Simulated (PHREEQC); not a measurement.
1 kg of water holding 0.00093 mol CaSO4 and 0.031 mol MgBr2 is evaporated at 25 °C; the solids stay in contact with the brine. No CO2 enters from the air. The run lets Brucite, Epsomite, Gypsum, Anhydrite, Hexahydrite, Kieserite, Portlandite precipitate or redissolve, and no other solid.

The series has 22 steps of water left (kg), from 1 to 0.01627.

All values are PHREEQC results (Pitzer model, pitzer.dat), not measurements.

**Question.** Which solids form, in which order, and at which step of the series does each first stand?

**Answer.** Gypsum from water left = 0.01627 kg.
